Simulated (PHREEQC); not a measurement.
Dissolve 20 mmol/kgw HF, 70 mmol/kgw H2SiF6 and 5.8 mmol/kgw H3BO3 at 65 °C. Closed to the air; pH follows from the charge balance.

All values are PHREEQC results (ion-association model, phreeqc.dat), not measurements.

| quantity | before | after |
|---|---|---|
| pH | 0.97 | 0.95 |
| ionic strength (mol/kgw) | 0.200 | 0.209 |
| HF (mol/kgw) | 0.0287 | 0.0128 |
| BF4- (mol/kgw) | 0.00523 | 0.00489 |
| H3BO3 (mol/kgw) | 0.000394 | 0.000722 |
| BF3OH- (mol/kgw) | 0.000145 | 0.000163 |

### Question
Name the change that produced these shifts.
A) HF replaced by (CH3)4NF at the same molality
B) HF left out
C) temperature from 65 to 35 °C
D) diluted 5-fold with water
E) diluted 10-fold with water

### Answer
C, temperature from 65 to 35 °C

No solid was allowed to form. Some of these states are supersaturated (in SiO2(a), Quartz (slow to form), Chalcedony (slow to form), for instance). At this temperature some constants are extrapolated from 25 °C, and those without enthalpy data are left unchanged. SiF6-2 is the database's only silicon fluoride. Real BF4- forms and hydrolyses slowly; the run takes it at equilibrium.
